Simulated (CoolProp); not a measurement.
Vapour-liquid equilibrium of carbon dioxide (1) + R22 (2) at 252.9 K; x and y are mole fractions of (1).

Computed with CoolProp (multi-fluid Helmholtz-energy mixture model, Span 1996 and Kamei 1995; pair parameters Bell 2016).

Q: Give the bubble pressure and the first vapour's composition at x = 0.2, 0.35, 0.95. Is there an azeotrope?

A: x = 0.2: 513.4 kPa, y = 0.599; x = 0.35: 751.3 kPa, y = 0.768; x = 0.95: 1851 kPa, y = 0.991. No azeotrope shows between x = 0.05 and 0.95.

The pair parameters rest on a limited set of measurements; away from them the model extrapolates.
